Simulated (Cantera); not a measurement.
An adiabatic, constant-volume homogeneous reactor starts with C3H8 : O2 : N2 = 1 : 3.33 : 12.5 (molar parts), equivalence ratio 1.5, at 1350 K and 610000 Pa. Integrator tolerance rtol = 1e-08.

Cantera simulation using GRI-Mech 3.0 (53 species, 325 reactions); the numbers are that mechanism's predictions, not measurements. GRI-Mech 3.0 was tuned for natural gas; its chemistry of propane as a main component is partial and can be far from experiment. Above 3000 K some thermodynamic fits are extrapolated.

Question: What does this change do: pressure from 610000 Pa to 101000 Pa?

Answer: 
```
quantity                                                              before                                      after
---------------------------------  -----------------------------------------  -----------------------------------------
time of steepest temperature rise                                   0.170 ms                                   0.429 ms
temperature at 1.00 s                                                 3060 K                                     2927 K
equilibrium temperature                                               3060 K                                     2927 K
x(C3H8) at 1.00 s                      <1e-12 (gas-phase equilibrium <1e-12)      <1e-12 (gas-phase equilibrium <1e-12)
x(O2) at 1.00 s                    0.000996 (gas-phase equilibrium 0.000996)    0.00215 (gas-phase equilibrium 0.00215)
x(H2O2) at 1.00 s                    3.23e-7 (gas-phase equilibrium 3.23e-7)    1.46e-7 (gas-phase equilibrium 1.46e-7)
x(HCO) at 1.00 s                     1.54e-6 (gas-phase equilibrium 1.54e-6)    4.75e-7 (gas-phase equilibrium 4.75e-7)
x(CH3) at 1.00 s                   6.77e-11 (gas-phase equilibrium 7.81e-11)  4.61e-12 (gas-phase equilibrium 5.50e-12)
```

Question: What does this change do: pressure from 610000 Pa to 220000 Pa?

Answer: 
| quantity | before | after |
|---|---|---|
| time of steepest temperature rise | 0.170 ms | 0.289 ms |
| temperature at 1.00 s | 3060 K | 2988 K |
| equilibrium temperature | 3060 K | 2988 K |
| x(C3H8) at 1.00 s | <1e-12 (gas-phase equilibrium <1e-12) | <1e-12 (gas-phase equilibrium <1e-12) |
| x(O2) at 1.00 s | 0.000996 (gas-phase equilibrium 0.000996) | 0.00160 (gas-phase equilibrium 0.00160) |
| x(H2O2) at 1.00 s | 3.23e-7 (gas-phase equilibrium 3.23e-7) | 2.11e-7 (gas-phase equilibrium 2.11e-7) |
| x(HCO) at 1.00 s | 1.54e-6 (gas-phase equilibrium 1.54e-6) | 7.99e-7 (gas-phase equilibrium 7.99e-7) |
| x(CH3) at 1.00 s | 6.77e-11 (gas-phase equilibrium 7.81e-11) | 1.47e-11 (gas-phase equilibrium 1.73e-11) |
